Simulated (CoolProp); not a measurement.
R1234ze(E) along the isobar 4590 kPa: Z from the reference equation and from simpler models built on Tc = 382.5 K, pc = 3635 kPa, ω = 0.313; each cubic takes its own stable root.

Model: reference Helmholtz-energy equation of state, Thol 2016, in CoolProp.

```
T (K)   phase  reference  van der Waals  Peng-Robinson
-----  ------  ---------  -------------  -------------
261.7  liquid     0.1871         0.3074         0.1823
269.3  liquid        [?]         0.3028         0.1800
277    liquid     0.1827         0.2987         0.1781
284.7  liquid     0.1809         0.2951         0.1766
292.4  liquid     0.1794         0.2920         0.1755
300.1  liquid     0.1782         0.2895         0.1748
307.7  liquid     0.1774         0.2874         0.1746
315.4  liquid     0.1769         0.2859         0.1748
323.1  liquid     0.1769         0.2850         0.1757
330.8  liquid     0.1773         0.2847         0.1773
338.4  liquid     0.1782         0.2851         0.1797
346.1  liquid     0.1798            [?]            [?]
353.8  liquid     0.1823         0.2887         0.1880
361.5  liquid     0.1861         0.2924         0.1949
```

Q: Fill in the missing entries.

A: 
- 269.3, reference: 0.1848
- 346.1, van der Waals: 0.2864
- 346.1, Peng-Robinson: 0.1831
